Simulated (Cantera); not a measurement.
AlCl3 + HCl + N2 (aluminium nitride and oxide growth)

Charge: 1 mol AlCl3, 7.2 mol HCl, 1.1 mol N2, at 0.100 bar.

Method: chemical equilibrium by Gibbs-energy minimisation in Cantera with the NASA 1993 tables (ideal gas, pure condensed phases). Candidate condensed phases: Al, AlCl3, AlN, NH4Cl; 20 gas species. The tables' values for AlCl2 are old estimates; treat these amounts as uncertain. Rates play no part.

| T (K) | x HCl | x N2 | x AlCl3 | x Cl | x H2 | x AlCl2 |
|---|---|---|---|---|---|---|
| 925 | 0.774 | 0.118 | 0.107 | 4.58e-7 | 1.80e-6 | 4.58e-11 |
| 1075 | 0.774 | 0.118 | 0.107 | 9.40e-6 | 1.19e-5 | 5.02e-9 |
| 1225 | 0.774 | 0.118 | 0.108 | 8.41e-5 | 6.10e-5 | 1.89e-7 |
| 1375 | 0.774 | 0.118 | 0.107 | 0.000437 | 0.000252 | 3.42e-6 |
| 1525 | 0.772 | 0.118 | 0.107 | 0.00160 | 0.000836 | 3.58e-5 |
| 1675 | 0.768 | 0.118 | 0.107 | 0.00463 | 0.00226 | 0.000245 |
| 1825 | 0.759 | 0.118 | 0.106 | 0.0113 | 0.00507 | 0.00120 |
| 1975 | 0.743 | 0.116 | 0.101 | 0.0245 | 0.00959 | 0.00440 |
x: gas mole fraction; nothing condenses.

From 925 K to 1975 K nothing is condensed. The main Al-bearing gas is AlCl3 throughout.
